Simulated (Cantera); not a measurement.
An adiabatic, constant-pressure homogeneous reactor starts with CH4 : CO : O2 : N2 = 1 : 0.071 : 2.83 : 10.6 (molar parts), equivalence ratio 0.72, at 1200 K and 0.970 bar. Integrator tolerance rtol = 1e-08.

Detailed kinetics in Cantera: GRI-Mech 3.0 (53 species, 325 reactions).

| quantity | before | after |
|---|---|---|
| time of steepest temperature rise | 40.7 ms | 39.2 ms |
| temperature at 0.200 s | 2466 K | 2668 K |
| equilibrium temperature | 2466 K | 2668 K |
| x(CH4) at 0.200 s | <1e-12 (gas-phase equilibrium <1e-12) | <1e-12 (gas-phase equilibrium <1e-12) |
| x(CO) at 0.200 s | 0.00888 (gas-phase equilibrium 0.00888) | 0.0148 (gas-phase equilibrium 0.0148) |
| x(O2) at 0.200 s | 0.0514 (gas-phase equilibrium 0.0514) | 0.0509 (gas-phase equilibrium 0.0509) |
| x(CH3) at 0.200 s | <1e-12 (gas-phase equilibrium <1e-12) | <1e-12 (gas-phase equilibrium <1e-12) |
| x(H2) at 0.200 s | 0.00290 (gas-phase equilibrium 0.00290) | 0.00470 (gas-phase equilibrium 0.00470) |
| x(CO2) at 0.200 s | 0.0644 (gas-phase equilibrium 0.0644) | 0.0579 (gas-phase equilibrium 0.0579) |
| x(OH) at 0.200 s | 0.0104 (gas-phase equilibrium 0.0104) | 0.0151 (gas-phase equilibrium 0.0151) |

### Question
Which change was made?
(A) pressure from 0.970 bar to 2.20 bar
(B) initial temperature 1200 to 1598 K
(C) constant volume in place of constant pressure
(D) O2 2.83 to 1.2 parts

### Answer
C, constant volume in place of constant pressure
